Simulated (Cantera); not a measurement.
Feed: 1 mol BN, 2.9 mol F₂, held at 848 K and 0.0100 bar.

Cantera equilibrium calculation (NASA polynomials, part measured and part estimated; ideal gas, pure solids and liquids). Candidate condensed phases: B, BN; 13 gas species. Equilibrium is a limit: real reactors are often held back by kinetics, nucleation or transport.

Base state: F₂ 0.398, BF₃ 0.329, N₂ 0.161, F 0.105, NF₃ 0.00673 (mole fractions); condensed: gas only.

**Question.** What changes in the equilibrium state with this change: temperature from 848 K to 1925 K?

**Answer.** 
```
species   before    after
-------  -------  -------
F          0.105    0.651
BF₃        0.329    0.233
N₂         0.161    0.116
F₂         0.398  2.93e-5
NF₃      0.00673    <1e-9
```
